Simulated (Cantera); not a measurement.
An isothermal, constant-pressure homogeneous reactor starts with 0.611 % H₂, 55.5 % O₂, 43.9 % N₂, equivalence ratio 0.0055, at 1250 K and 0.0263 atm.

Cantera simulation using the H2/O2 subset of GRI-Mech 3.0, which has no nitrogen chemistry; the numbers are that mechanism's predictions, not measurements. Radical loss at walls, strong at low pressure, is not modelled.

One state of this run: x H₂ = 1.64e-5; x O₂ = 0.551; x O = 0.00296; x HO₂ = 7.09e-7; x H₂O = 0.00583; x H₂O₂ = 1.76e-8; x OH = 0.000423. x: mole fraction; the columns are a selection and need not sum to one.

Question: Which value of t (s) does it belong to?
A. 0.0632
B. 40.0
C. 1.59
D. 0.000501

Answer: A, 0.0632
